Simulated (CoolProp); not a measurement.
Vapour-liquid equilibrium of R22 (1) + R115 (2) at 320.4 K; x and y are mole fractions of (1).

Values from CoolProp's multi-fluid Helmholtz-energy mixture model, Kamei 1995 and Lemmon 2016; pair parameters Bell 2016.

| x | bubble pressure, mixture model (bar) | bubble pressure, Raoult's law (bar) | y, mixture model | y, Raoult's law |
|---|---|---|---|---|
| 0.05 | 16.42 | 15.69 | 0.080 | 0.058 |
| 0.125 | 17.44 | 15.89 | 0.176 | 0.143 |
| 0.2 | 18.18 | 16.09 | 0.255 | 0.227 |
| 0.275 | 18.72 | 16.29 | 0.324 | 0.308 |
| 0.35 | 19.10 | 16.49 | 0.388 | 0.387 |
| 0.425 | 19.34 | 16.69 | 0.449 | 0.464 |
| 0.5 | 19.48 | 16.89 | 0.510 | 0.540 |
| 0.575 | 19.51 | 17.09 | 0.573 | 0.613 |
| 0.65 | 19.44 | 17.29 | 0.638 | 0.685 |
| 0.725 | 19.30 | 17.49 | 0.707 | 0.756 |
| 0.8 | 19.08 | 17.69 | 0.780 | 0.824 |
| 0.875 | 18.79 | 17.90 | 0.859 | 0.891 |
| 0.95 | 18.46 | 18.10 | 0.942 | 0.957 |

The largest gap from Raoult's law is +15.9 % in bubble pressure, at x = 0.425. y crosses x between x = 0.5 and 0.575: the model has an azeotrope there.

Pair parameters are fitted to limited data, so mixtures are less certain than the pure fluids.
